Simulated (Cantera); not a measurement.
Charge: 1 mol LiOH, 4.2 mol H2, 0.097 mol O2, held at 900 K and 0.0133 bar.

Equilibrium computed with Cantera from the NASA thermochemical tables; the gas is ideal and each condensed phase is pure. Candidate condensed phases: H2O, Li, LiH, LiOH, Li2O; 17 gas species. The numbers say what is thermodynamically allowed, not how fast it happens.

Base state: H2 0.852, H2O 0.148 (mole fractions); condensed: Li2O(s).

Question: What changes in the equilibrium state with this change: temperature from 900 K to 1450 K?

Answer: 
```csv
species,before,after
H2,0.852,0.825
H2O,0.148,0.117
LiOH,6.18e-6,0.0557
Li,<1e-9,0.00288
H,<1e-9,7.44e-5
Li2O,<1e-9,5.02e-5
LiH,<1e-9,1.98e-5
Li2(OH)2,3.61e-7,0.000103
"Li2O(s), mol",0.500,0.357
```

Question: What changes in the equilibrium state with this change: O2 from 0.097 to 0.011 mol?

Answer: 
```tsv
species	before	after
H2	0.852	0.889
H2O	0.148	0.111
Li2O(s), mol	0.500	0.500
```

Question: What changes in the equilibrium state with this change: O2 from 0.097 to 1.9 mol?

Answer: 
```
species        before    after
------------  -------  -------
H2O             0.148    0.915
H2              0.852   0.0851
LiOH          6.18e-6  1.54e-5
Li2O(s), mol    0.500    0.500
```
